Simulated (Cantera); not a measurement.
A closed system holds: 1 mol Si₂Cl₆, 2.6 mol HCl, 18 mol N₂, at 1523 K and 1 atm.

Equilibrium computed with Cantera from the NASA thermochemical tables; the gas is ideal and each condensed phase is pure. Candidate condensed phases: NH₄Cl, Si, Si₃N₄; 28 gas species. The feed counts by its element totals alone. The tables' values for SiCl₃ are old estimates; treat these amounts as uncertain. Kinetics and transport are ignored.

Base state: N₂ 0.814, HCl 0.0957, SiCl₄ 0.0628, H₂ 0.0111, SiCl₃ 0.0107, SiCl₂ 0.00542, SiHCl₃ 0.000816, Cl 1.68e-5 (mole fractions); condensed: Si₃N₄(s).

Question: What changes in the equilibrium state with this change: HCl from 2.6 to 0.072 mol?

Answer: 
```json
[
 {"species": "N₂", "before": "0.814", "after": "0.914"},
 {"species": "SiCl₄", "before": "0.0628", "after": "0.0664"},
 {"species": "SiCl₃", "before": "0.0107", "after": "0.0109"},
 {"species": "HCl", "before": "0.0957", "after": "0.00365"},
 {"species": "H₂", "before": "0.0111", "after": "1.51e-5"},
 {"species": "SiHCl₃", "before": "0.000816", "after": "3.08e-5"},
 {"species": "Cl", "before": "1.68e-5", "after": "1.73e-5"},
 {"species": "SiCl₂", "before": "0.00542", "after": "0.00536"},
 {"species": "Si₃N₄(s), mol", "before": "0.0840", "after": "0.132"}
]
```
